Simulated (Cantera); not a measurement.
What does this Cantera script print?

```python
import numpy as np
import cantera as ct

gas = ct.Solution("gri30.yaml")
gas.TPX = 1050, 13332, {'H2': 1.2, 'O2': 1, 'N2': 4.5}
reactor = ct.IdealGasConstPressureReactor(gas, energy="off", clone=False)
net = ct.ReactorNet([reactor])
net.rtol, net.atol = 1e-08, 1e-18
show = ['H2', 'O2', 'OH', 'NO', 'HO2', 'H2O']
times = np.geomspace(0.0001, 200, 15)

steps = ct.SolutionArray(gas, extra=["t"])
rows = []
print(f"{'t/s':>10s}{'T/K':>9s}{'P/Pa':>11s}" + "".join(f"{s:>11s}" for s in show))
for t in times:
    while net.time < t:
        t_next = net.step()
        steps.append(gas.state, t=t_next)
    rows.append([np.interp(t, steps.t, y) for y in (steps.T, steps.P, *steps(*show).X.T)])
    print(f"{t:10.3e}{rows[-1][0]:9.1f}{rows[-1][1]:11.4g}" + "".join(f"{x:11.3e}" for x in rows[-1][2:]))
rate = np.gradient(steps.T, steps.t)
print("integrator steps:", len(steps.t))
if steps.T.max() > steps.T[0] + 200:
    print(f"time of steepest temperature rise: {steps.t[rate.argmax()]:.4e} s")
gas.TPX = 1050, 13332, {'H2': 1.2, 'O2': 1, 'N2': 4.5}
gas.equilibrate("TP")
print(f"equilibrium (TP): T = {gas.T:.1f} K  " + "  ".join(f"{s} {gas[s].X[0]:.3e}" for s in show))
```

Result:

```
       t/s      T/K       P/Pa         H2         O2         OH         NO        HO2        H2O
 1.000e-04   1050.0  1.333e+04  1.791e-01  1.493e-01  1.697e-10  6.325e-22  1.105e-09  2.275e-09
 2.819e-04   1050.0  1.333e+04  1.791e-01  1.493e-01  1.036e-08  7.499e-19  1.498e-08  1.944e-07
 7.946e-04   1050.0  1.333e+04  1.596e-01  1.412e-01  7.015e-04  5.116e-09  1.272e-05  1.407e-02
 2.240e-03   1050.0  1.333e+04  4.500e-03  6.736e-02  1.135e-03  2.876e-06  1.422e-05  1.885e-01
 6.314e-03   1050.0  1.333e+04  4.570e-04  6.569e-02  2.098e-04  2.912e-06  7.363e-06  1.961e-01
 1.780e-02   1050.0  1.333e+04  6.043e-05  6.557e-02  7.043e-05  2.880e-06  1.903e-06  1.966e-01
 5.017e-02   1050.0  1.333e+04  7.068e-06  6.557e-02  2.910e-05  2.852e-06  3.263e-07  1.967e-01
 1.414e-01   1050.0  1.333e+04  8.112e-07  6.557e-02  1.325e-05  2.859e-06  5.955e-08  1.967e-01
 3.986e-01   1050.0  1.333e+04  1.376e-07  6.557e-02  6.720e-06  2.881e-06  1.471e-08  1.967e-01
 1.124e+00   1050.0  1.333e+04  3.560e-08  6.557e-02  3.691e-06  2.900e-06  4.505e-09  1.967e-01
 3.168e+00   1050.0  1.333e+04  1.100e-08  6.557e-02  2.116e-06  2.909e-06  1.602e-09  1.967e-01
 8.929e+00   1050.0  1.333e+04  3.732e-09  6.557e-02  1.247e-06  2.913e-06  7.592e-10  1.967e-01
 2.517e+01   1050.0  1.333e+04  1.459e-09  6.557e-02  7.679e-07  2.910e-06  6.037e-10  1.967e-01
 7.095e+01   1050.0  1.333e+04  8.502e-10  6.557e-02  5.517e-07  2.903e-06  6.708e-10  1.967e-01
 2.000e+02   1050.0  1.333e+04  7.705e-10  6.557e-02  5.102e-07  2.900e-06  7.040e-10  1.967e-01
integrator steps: 2132
equilibrium (TP): T = 1050.0 K  H2 7.661e-10  O2 6.556e-02  OH 5.076e-07  NO 2.871e-05  HO2 7.060e-10  H2O 1.967e-01
```

Detailed kinetics in Cantera: GRI-Mech 3.0 (53 species, 325 reactions). The temperature is held fixed by assumption; the heat of reaction is taken as removed at once.
